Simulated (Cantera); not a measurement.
Feed: 1 mol Al, 1.6 mol HCl, 130 mol N2.

Points: T (K) = 898, 973, 1048, 1123, 1198, 1273, 1348, 1423, 1498; P (Pa) = 10, 46, 220, 1000, 4600, 22000, 100000.

Cantera's Mixture.equilibrate('TP', solver="vcs", rtol=1e-11, max_steps=5000) on the NASA tables stopped like this:

```
ERROR: FAILURE its = 5001!

*******************************************************************************
CanteraError thrown by MultiPhase::equilibrate:
VCS solver failed. Return code: -1
*******************************************************************************
```

Task: What got this run through?

Result: Several could match; the one computed here: The failure is numerical, not chemical. The same input converged with solver="gibbs", rtol=1e-10, max_steps=50000, and the result passed a check of the equilibrium conditions:
```
    898         10  ALN(s)
    973         10  ALN(s)
   1048         10  ALN(s)
   1123         10  ALN(s)
   1198         10  ALN(s)
   1273         10  ALN(s)
   1348         10  gas only
   1423         10  gas only
   1498         10  gas only
    898         46  ALN(s)
    973         46  ALN(s)
   1048         46  ALN(s)
   1123         46  ALN(s)
   1198         46  ALN(s)
   1273         46  ALN(s)
   1348         46  ALN(s)
   1423         46  gas only
   1498         46  gas only
    898        220  ALN(s)
    973        220  ALN(s)
   1048        220  ALN(s)
   1123        220  ALN(s)
   1198        220  ALN(s)
   1273        220  ALN(s)
   1348        220  ALN(s)
   1423        220  ALN(s)
   1498        220  gas only
    898       1000  ALN(s)
    973       1000  ALN(s)
   1048       1000  ALN(s)
   1123       1000  ALN(s)
   1198       1000  ALN(s)
   1273       1000  ALN(s)
   1348       1000  ALN(s)
   1423       1000  ALN(s)
   1498       1000  ALN(s)
    898       4600  ALN(s)
    973       4600  ALN(s)
   1048       4600  ALN(s)
   1123       4600  ALN(s)
   1198       4600  ALN(s)
   1273       4600  ALN(s)
   1348       4600  ALN(s)
   1423       4600  ALN(s)
   1498       4600  ALN(s)
    898    2.2e+04  ALN(s)
    973    2.2e+04  ALN(s)
   1048    2.2e+04  ALN(s)
   1123    2.2e+04  ALN(s)
   1198    2.2e+04  ALN(s)
   1273    2.2e+04  ALN(s)
   1348    2.2e+04  ALN(s)
   1423    2.2e+04  ALN(s)
   1498    2.2e+04  ALN(s)
    898      1e+05  ALN(s)
    973      1e+05  ALN(s)
   1048      1e+05  ALN(s)
   1123      1e+05  ALN(s)
   1198      1e+05  ALN(s)
   1273      1e+05  ALN(s)
   1348      1e+05  ALN(s)
   1423      1e+05  ALN(s)
   1498      1e+05  ALN(s)
```

The gas is ideal and each condensed phase is pure. The tables' values for AlCl2 are old estimates.
